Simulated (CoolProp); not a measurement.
Vapour-liquid equilibrium of dimethyl carbonate (1) + n-heptane (2) at 0.846 MPa; x and y are mole fractions of (1).

Values from CoolProp's multi-fluid Helmholtz-energy mixture model, Zhou 2011 and Span 2003; pair parameters Bell 2016.

```tsv
x	bubble temperature (K)	y at the bubble point	dew temperature at overall composition x (K)	liquid density (mol/L)
0.05	459.8	0.110	462.5	5.232
0.125	454.0	0.240	459.1	5.459
0.2	449.7	0.339	455.8	5.685
0.275	446.6	0.415	452.4	5.915
0.35	444.4	0.476	449.2	6.157
0.425	442.9	0.527	446.3	6.415
0.5	441.9	0.572	443.7	6.694
0.575	441.3	0.613	441.8	6.999
0.65	441.1	0.654	441.1	7.334
0.725	441.2	0.699	441.5	7.701
0.8	441.8	0.751	442.8	8.103
0.875	443.2	0.818	444.6	8.539
0.95	445.6	0.912	446.7	9.006
```

y crosses x between x = 0.65 and 0.725: the model has an azeotrope there.

Pair parameters are fitted to limited data, so mixtures are less certain than the pure fluids.
